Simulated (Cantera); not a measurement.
Input (Python, Cantera) and output of one run.

```python
import numpy as np
import cantera as ct

gas_names = """
    Cu CuO Cu2 H HNO HNO2 HNO3 HO2 H2 H2O H2O2 N NH NH2 NH3 NH2OH NO NO2 NO3 N2 N2H2 N2H4 N2O O OH O2 O3
""".split()
cond_names = """
    Cu(cr) Cu(L) CuO(s) CuO2H2(s) Cu2O(s) Cu2O(L) H2O(s) H2O(L)
""".split()


# ... load() reads the species with a 1 bar reference pressure and builds the phases ...
atoms = {
    'Cu': {'Cu': 1},
    'H2O': {'H': 2, 'O': 1},
    'N2': {'N': 2},
}
top_T = {'CuO(s)': 1390}  # K; cautious upper limits of use, not melting points


# ... equilibrate(T, P, feed) seeds the gas with the atoms and calls Mixture.equilibrate('TP', solver="vcs", rtol=1e-11, max_steps=5000) ...
results = []
P = 270  # Pa
for T in [750, 900, 1050, 1200, 1350, 1500, 1650, 1800, 1950]:
    for m in [1.1, 1.7, 2.5, 3.9, 5.9, 9.1, 14, 21, 32, 49, 75, 120, 180]:
        feed = {'Cu': 1, 'H2O': 17, 'N2': m}  # mol
        mix = equilibrate(T, P, feed)
        results.append((T, P, feed, dict(zip(mix.species_names, mix.species_moles))))

for T, P, feed, n in results:
    print(f"{T:7g} {feed['N2']:10.4g}  " + (" + ".join(c for c in cond_names if n.get(c, 0) > 1e-12) or "gas only"))
```

Output:

```
    750        1.1  Cu(cr) + Cu2O(s)
    750        1.7  Cu(cr) + Cu2O(s)
    750        2.5  Cu(cr) + Cu2O(s)
    750        3.9  Cu(cr) + Cu2O(s)
    750        5.9  Cu(cr) + Cu2O(s)
    750        9.1  Cu(cr) + Cu2O(s)
    750         14  Cu(cr) + Cu2O(s)
    750         21  Cu(cr) + Cu2O(s)
    750         32  Cu(cr) + Cu2O(s)
    750         49  Cu(cr) + Cu2O(s)
    750         75  Cu(cr) + Cu2O(s)
    750        120  Cu(cr) + Cu2O(s)
    750        180  Cu(cr) + Cu2O(s)
    900        1.1  Cu(cr) + Cu2O(s)
    900        1.7  Cu(cr) + Cu2O(s)
    900        2.5  Cu(cr) + Cu2O(s)
    900        3.9  Cu(cr) + Cu2O(s)
    900        5.9  Cu(cr) + Cu2O(s)
    900        9.1  Cu(cr) + Cu2O(s)
    900         14  Cu(cr) + Cu2O(s)
    900         21  Cu(cr) + Cu2O(s)
    900         32  Cu(cr) + Cu2O(s)
    900         49  Cu(cr) + Cu2O(s)
    900         75  Cu(cr) + Cu2O(s)
    900        120  Cu(cr) + Cu2O(s)
    900        180  Cu(cr) + Cu2O(s)
   1050        1.1  Cu(cr) + Cu2O(s)
   1050        1.7  Cu(cr) + Cu2O(s)
   1050        2.5  Cu(cr) + Cu2O(s)
   1050        3.9  Cu(cr) + Cu2O(s)
   1050        5.9  Cu(cr) + Cu2O(s)
   1050        9.1  Cu(cr) + Cu2O(s)
   1050         14  Cu(cr) + Cu2O(s)
   1050         21  Cu(cr) + Cu2O(s)
   1050         32  Cu(cr) + Cu2O(s)
   1050         49  Cu(cr) + Cu2O(s)
   1050         75  Cu(cr) + Cu2O(s)
   1050        120  Cu(cr) + Cu2O(s)
   1050        180  Cu(cr) + Cu2O(s)
   1200        1.1  Cu(cr)
   1200        1.7  Cu(cr)
   1200        2.5  Cu(cr)
   1200        3.9  Cu(cr)
   1200        5.9  Cu(cr)
   1200        9.1  Cu(cr)
   1200         14  Cu(cr)
   1200         21  Cu(cr)
   1200         32  Cu(cr)
   1200         49  Cu(cr)
   1200         75  Cu(cr)
   1200        120  Cu(cr)
   1200        180  Cu(cr)
   1350        1.1  Cu(cr)
   1350        1.7  Cu(cr)
   1350        2.5  Cu(cr)
   1350        3.9  Cu(cr)
   1350        5.9  Cu(cr)
   1350        9.1  Cu(cr)
   1350         14  Cu(cr)
   1350         21  Cu(cr)
   1350         32  Cu(cr)
   1350         49  Cu(cr)
   1350         75  Cu(cr)
   1350        120  Cu(cr)
   1350        180  Cu(cr)
   1500        1.1  Cu(L)
   1500        1.7  Cu(L)
   1500        2.5  Cu(L)
   1500        3.9  Cu(L)
   1500        5.9  Cu(L)
   1500        9.1  Cu(L)
   1500         14  Cu(L)
   1500         21  Cu(L)
   1500         32  Cu(L)
   1500         49  Cu(L)
   1500         75  Cu(L)
   1500        120  Cu(L)
   1500        180  Cu(L)
   1650        1.1  Cu(L)
   1650        1.7  Cu(L)
   1650        2.5  Cu(L)
   1650        3.9  Cu(L)
   1650        5.9  Cu(L)
   1650        9.1  Cu(L)
   1650         14  Cu(L)
   1650         21  gas only
   1650         32  gas only
   1650         49  gas only
   1650         75  gas only
   1650        120  gas only
   1650        180  gas only
   1800        1.1  gas only
   1800        1.7  gas only
   1800        2.5  gas only
   1800        3.9  gas only
   1800        5.9  gas only
   1800        9.1  gas only
   1800         14  gas only
   1800         21  gas only
   1800         32  gas only
   1800         49  gas only
   1800         75  gas only
   1800        120  gas only
   1800        180  gas only
   1950        1.1  gas only
   1950        1.7  gas only
   1950        2.5  gas only
   1950        3.9  gas only
   1950        5.9  gas only
   1950        9.1  gas only
   1950         14  gas only
   1950         21  gas only
   1950         32  gas only
   1950         49  gas only
   1950         75  gas only
   1950        120  gas only
   1950        180  gas only
```

These are equilibrium values from Cantera (NASA tables, ideal gas, pure condensed phases), not measurements of a reactor. Mutual solubility and eutectic melting of coexisting phases are not modelled.
